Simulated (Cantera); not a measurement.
A freely propagating, adiabatic, planar premixed flame of H2 : O2 : N2 = 0.76 : 0.5 : 1.55 (molar parts), equivalence ratio 0.76, unburnt at 573 K and 0.132 atm; mixture-averaged transport, grid criteria slope 0.08 and curve 0.16, no radiation.

Model: the H2/O2 subset of GRI-Mech 3.0, which has no nitrogen chemistry, integrated in Cantera. Burning velocities carry a grid error of a few per cent, more on coarse grids.

Question: Predict: laminar burning velocity; thermal thickness; peak x(OH); peak x(O); peak x(H2O2).

Answer: 
```json
{
  "laminar_burning_velocity": "542 cm/s",
  "thermal_thickness": "5.90 mm",
  "peak x(OH)": "0.0220",
  "peak x(O)": "0.0213",
  "peak x(H2O2)": "1.64e-6"
}
```
